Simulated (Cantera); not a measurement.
A closed system holds: 1 mol SiCl4, 63 mol N2, held at 1650 K and 0.00190 bar.

Cantera equilibrium calculation (NASA polynomials, part measured and part estimated; ideal gas, pure solids and liquids). Candidate condensed phases: Si, Si3N4; 13 gas species. The tables' values for SiCl3 are old estimates; treat these amounts as uncertain. Rates play no part.

Base state: N2 0.966, Cl 0.0184, SiCl2 0.00736, SiCl4 0.00422, SiCl3 0.00376, Cl2 3.00e-5 (mole fractions); condensed: gas only.

Problem. What changes in the equilibrium state with this change: SiCl4 replaced by Si2H6?

Solution. 
```csv
species,before,after
N2,0.966,0.953
H2,0,0.0462
H,0,0.000448
Cl,0.0184,0
Si,2.30e-9,7.41e-5
SiCl2,0.00736,0
SiCl4,0.00422,0
SiCl3,0.00376,0
Cl2,3.00e-5,0
"Si3N4(s), mol",0,0.665
```
The feed counts by its element totals alone.
